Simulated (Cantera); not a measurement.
Reactions in the system H-N-O-Zr

Standard-state values (1 bar) from the NASA 1993 polynomials, evaluated with Cantera. Values are per mole of reaction as written; species without (g) are pure solids or liquids, kept so even where they would boil at 1 bar. ZrN: taken at fixed stoichiometry.

H(g) + H2O2(g) + ZrN ⇌ ZrO2 + NH3(g)

```tsv
T (K)	ΔH° (kJ)	ΔS° (J/K)	ΔG° (kJ)	log10 K
648	-862.9	-152.0	-764.4	61.62
698	-863.3	-152.6	-756.8	56.63
748	-863.6	-153.0	-749.1	52.31
798	-863.9	-153.4	-741.5	48.53
848	-864.2	-153.7	-733.8	45.20
898	-864.4	-154.0	-726.1	42.23
948	-864.6	-154.3	-718.4	39.58
```
